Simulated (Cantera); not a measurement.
A closed system holds: 1 mol SiH2Cl2, 1.2 mol HCl, 150 mol H2, equilibrated at 1800 K and 0.100 bar.

Equilibrium computed with Cantera from the NASA thermochemical tables; the gas is ideal and each condensed phase is pure. Candidate condensed phases: Si; 19 gas species. The tables' values for SiCl are old estimates; treat these amounts as uncertain. Gases not in the tables: Si2H6 and higher silanes. The numbers say what is thermodynamically allowed, not how fast it happens.

Base state: H2 0.979, HCl 0.0186, H 0.00112, SiCl2 0.00110, Si 3.18e-5, SiH2 2.93e-5, SiCl 1.64e-5, Cl 1.63e-5 (mole fractions); condensed: Si(l).

What changes in the equilibrium state with this change: temperature from 1800 K to 1448.15 K?


| species | before | after |
|---|---|---|
| H2 | 0.979 | 0.980 |
| HCl | 0.0186 | 0.0186 |
| SiCl2 | 0.00110 | 0.00109 |
| H | 0.00112 | 2.89e-5 |
| Si | 3.18e-5 | 2.94e-8 |
| SiH | 1.13e-5 | 3.68e-8 |
| SiCl | 1.64e-5 | 2.01e-7 |
| SiH2 | 2.93e-5 | 7.35e-7 |
| Si(l), mol | 0.817 | 0 |
| Si(s), mol | 0 | 0.827 |
The tables' values for SiCl3 are old estimates; treat these amounts as uncertain.

What changes in the equilibrium state with this change: pressure from 0.100 bar to 1.00 bar?


```csv
species,before,after
H2,0.979,0.980
HCl,0.0186,0.0186
SiCl2,0.00110,0.00110
H,0.00112,0.000354
Si,3.18e-5,3.18e-6
SiCl,1.64e-5,5.17e-6
Cl,1.63e-5,5.16e-6
SiH,1.13e-5,3.59e-6
"Si(l), mol",0.817,0.822
```
The tables' values for SiCl3 are old estimates; treat these amounts as uncertain.
